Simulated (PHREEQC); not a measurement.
A solution holds 0.0013 mol KOH, 0.25 mol NaAlO2 and 0.00047 mol Na2CO3 per kg of water, at 25 °C. Closed to the air; pH follows from the charge balance.

Equilibrium calculation in PHREEQC: ion-association model, phreeqc.dat.

Precipitation was switched off in this run.

Order these C species by the share of C that they hold, largest first: HCO3-, CO3-2, NaHCO3, NaCO3-.

NaCO3- (55 %), CO3-2 (41 %), HCO3- (3.8 %), NaHCO3 (0.27 %)

The pH is 10.96 and the ionic strength 0.252 mol/kgw. The solution is supersaturated, for example in Al(OH)3(a), Gibbsite (slow to form), so a real one may precipitate; this is no full list.
